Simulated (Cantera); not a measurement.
Feed: 1 mol CF₄, 0.35 mol HCl, equilibrated at 2048 K and 0.120 bar.

Equilibrium computed with Cantera from the NASA thermochemical tables; the gas is ideal and each condensed phase is pure. Candidate condensed phases: C, C₆H₆, C₇H₈, C₈H₁₈; 118 gas species. Gases not in the tables: C₂F₆ and larger saturated fluorocarbons. Rates play no part.

Base state: CF₄ 0.535, HF 0.211, Cl 0.195, CF₂ 0.0347, F 0.00741, Cl₂ 0.00585, CF₃ 0.00423, HCl 0.00372 (mole fractions); condensed: C(graphite).

Question: What changes in the equilibrium state with this change: pressure from 0.120 bar to 0.0100 bar?

Answer: 
| species | before | after |
|---|---|---|
| CF₄ | 0.535 | 0.444 |
| HF | 0.211 | 0.197 |
| Cl | 0.195 | 0.195 |
| CF₂ | 0.0347 | 0.109 |
| F | 0.00741 | 0.0456 |
| CCl₂F₂ | 1.59e-5 | 3.50e-7 |
| Cl₂ | 0.00585 | 0.000490 |
| CClF₃ | 0.00359 | 0.000485 |
| HCl | 0.00372 | 0.000567 |
| CF | 4.33e-5 | 0.000267 |
| C(graphite), mol | 0.0576 | 0.00700 |
